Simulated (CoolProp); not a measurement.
Properties of octamethylcyclotetrasiloxane (D4) along the isobar 101 kPa (Tc = 313.4 °C, pc = 1347 kPa, ω = 0.598).

The numbers come from the reference Helmholtz-energy equation of state, Thol 2015 in CoolProp.

```csv
T (°C),phase,density (kg/m³),speed of sound (m/s),Joule-Thomson coefficient (K/MPa),fugacity coefficient
53.55,liquid,(withheld),822.3,-0.3728,0.008882
58.05,liquid,912.9,807.9,-0.3671,0.01150
62.55,liquid,907.7,(withheld),-0.3613,0.01476
67.05,liquid,902.4,779.3,-0.3554,0.01877
71.55,liquid,897.2,765.2,-0.3492,0.02368
76.05,liquid,891.9,751.2,-0.3428,0.02962
80.55,liquid,886.6,(withheld),-0.3362,0.03678
85.05,liquid,881.3,(withheld),-0.3294,0.04532
89.65,liquid,875.8,709.5,-0.3222,0.05571
94.15,liquid,870.4,695.9,-0.3149,0.06769
98.65,liquid,865.0,682.3,-0.3073,0.08173
103.15,liquid,859.6,668.9,(withheld),0.09806
107.65,liquid,854.1,655.6,-0.2913,0.1170
112.15,liquid,848.6,(withheld),-0.2829,0.1387
116.65,liquid,843.0,629.1,-0.2741,0.1636
121.15,liquid,837.5,616.0,-0.2650,0.1919
```

Problem. Some entries are withheld; supply them.

Solution. 
- 53.55, density (kg/m³): 918.1
- 62.55, speed of sound (m/s): 793.5
- 80.55, speed of sound (m/s): 737.3
- 85.05, speed of sound (m/s): 723.5
- 103.15, Joule-Thomson coefficient (K/MPa): -0.2995
- 112.15, speed of sound (m/s): 642.3
